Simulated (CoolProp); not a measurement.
Cyclopropane at several states: fugacity coefficient from the reference equation and from simpler models built on Tc = 398.7 K, pc = 5605 kPa, ω = 0.131; each cubic takes its own stable root.

The numbers come from the reference Helmholtz-energy equation of state, Polt 1992 in CoolProp. This equation is an older, rougher fit; its heat capacities, sound speeds and derivatives of the liquid may be far off and weren't checked against measurements.

```tsv
T (K)	p (kPa)	phase	reference
290.1	1920	liquid	0.2815
414.1	16300	supercritical	0.3576
347.3	6820	liquid	0.2939
366.3	758	gas	0.9397
384	3790	gas	0.7437
463.6	5870	supercritical	0.7858
```

Task: How far does each simpler model (Redlich-Kwong, Peng-Robinson) lie from the reference over these 6 states: mean and median of the absolute difference, and the worst?

Result: 
- Redlich-Kwong: mean 5.2 %, median 2.4 %, worst +16.7 % at 290.1 K and 1920 kPa
- Peng-Robinson: mean 1.1 %, median 1.1 %, worst -2.0 % at 384 K and 3790 kPa
